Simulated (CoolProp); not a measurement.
Properties of carbon dioxide along the isotherm 418.9 K.

Computed with CoolProp (reference Helmholtz-energy equation of state, Span 1996).

| p (bar) | phase | Z | cv (kJ/(kg K)) | speed of sound (m/s) | Joule-Thomson coefficient (K/MPa) | isothermal compressibility (1/MPa) | Prandtl number |
|---|---|---|---|---|---|---|---|
| 23.1 | gas | 0.9649 | 0.7797 | 308.9 | 4.678 | 0.4486 | 0.770 |
| 46.1 | gas | 0.9303 | 0.7943 | 304.4 | 4.559 | 0.2330 | 0.801 |
| 69.2 | gas | 0.8962 | 0.8091 | 300.9 | 4.398 | 0.1607 | 0.838 |
| 92.2 | supercritical | 0.8635 | 0.8239 | 298.6 | 4.191 | 0.1245 | 0.880 |
| 115 | supercritical | 0.8331 | 0.8382 | 297.9 | 3.939 | 0.1023 | 0.927 |
| 138 | supercritical | 0.8054 | 0.8516 | 299.3 | 3.640 | 0.08642 | 0.979 |
| 161 | supercritical | 0.7817 | 0.8636 | 303.3 | 3.306 | 0.07395 | 1.03 |
| 184 | supercritical | 0.7631 | 0.8737 | 309.9 | 2.954 | 0.06339 | 1.08 |

Viscosity comes from a separate model (Laesecke 2017). Thermal conductivity comes from a separate model (Huber 2016).
